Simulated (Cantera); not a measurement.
**Low-pressure radical oxidation in H2/O2**

An isothermal, constant-pressure homogeneous reactor starts with H2 : O2 = 0.0084 : 1 (molar parts), at 1075 K and 20.0 Torr.

Computed with Cantera and the H2/O2 subset of GRI-Mech 3.0, which has no nitrogen chemistry. Radical loss at walls, strong at low pressure, is not modelled.

```json
[
 {"t (s)": "0.000300", "x H2": "0.00833", "x O2": "0.992", "x H": "9.19e-11", "x H2O": "1.52e-10", "x HO2": "3.29e-10", "x O": "3.79e-10"},
 {"t (s)": "0.000631", "x H2": "0.00833", "x O2": "0.992", "x H": "2.17e-10", "x H2O": "9.38e-10", "x HO2": "7.02e-10", "x O": "1.38e-9"},
 {"t (s)": "0.00133", "x H2": "0.00833", "x O2": "0.992", "x H": "1.05e-9", "x H2O": "8.18e-9", "x HO2": "1.57e-9", "x O": "8.43e-9"},
 {"t (s)": "0.00279", "x H2": "0.00833", "x O2": "0.992", "x H": "2.48e-8", "x H2O": "2.36e-7", "x HO2": "6.71e-9", "x O": "2.11e-7"},
 {"t (s)": "0.00588", "x H2": "0.00810", "x O2": "0.991", "x H": "1.85e-5", "x H2O": "0.000172", "x HO2": "1.83e-6", "x O": "0.000149"},
 {"t (s)": "0.0124", "x H2": "0.000153", "x O2": "0.986", "x H": "0.000415", "x H2O": "0.00769", "x HO2": "3.26e-6", "x O": "0.00514"},
 {"t (s)": "0.0260", "x H2": "2.22e-5", "x O2": "0.988", "x H": "0.000154", "x H2O": "0.00809", "x HO2": "2.04e-6", "x O": "0.00351"},
 {"t (s)": "0.0548", "x H2": "1.10e-5", "x O2": "0.990", "x H": "5.53e-5", "x H2O": "0.00821", "x HO2": "1.47e-6", "x O": "0.00178"},
 {"t (s)": "0.115", "x H2": "4.13e-6", "x O2": "0.991", "x H": "1.32e-5", "x H2O": "0.00828", "x HO2": "8.99e-7", "x O": "0.000686"},
 {"t (s)": "0.242", "x H2": "1.24e-6", "x O2": "0.991", "x H": "2.28e-6", "x H2O": "0.00832", "x HO2": "4.61e-7", "x O": "0.000213"},
 {"t (s)": "0.510", "x H2": "3.28e-7", "x O2": "0.992", "x H": "3.34e-7", "x H2O": "0.00834", "x HO2": "2.02e-7", "x O": "5.90e-5"},
 {"t (s)": "1.07", "x H2": "8.57e-8", "x O2": "0.992", "x H": "4.76e-8", "x H2O": "0.00835", "x HO2": "7.81e-8", "x O": "1.60e-5"},
 {"t (s)": "2.26", "x H2": "2.37e-8", "x O2": "0.992", "x H": "7.37e-9", "x H2O": "0.00836", "x HO2": "2.84e-8", "x O": "4.61e-6"},
 {"t (s)": "4.75", "x H2": "7.22e-9", "x O2": "0.992", "x H": "1.31e-9", "x H2O": "0.00836", "x HO2": "1.04e-8", "x O": "1.46e-6"},
 {"t (s)": "10.0", "x H2": "2.45e-9", "x O2": "0.992", "x H": "2.72e-10", "x H2O": "0.00836", "x HO2": "4.02e-9", "x O": "5.10e-7"}
]
```
x: mole fraction; the columns are a selection and need not sum to one.

Equilibrium at this temperature and pressure: H2 3.63e-11, O2 0.992, H <1e-12, H2O 0.00836, HO2 1.06e-9, O 8.05e-9 (gas phase only).
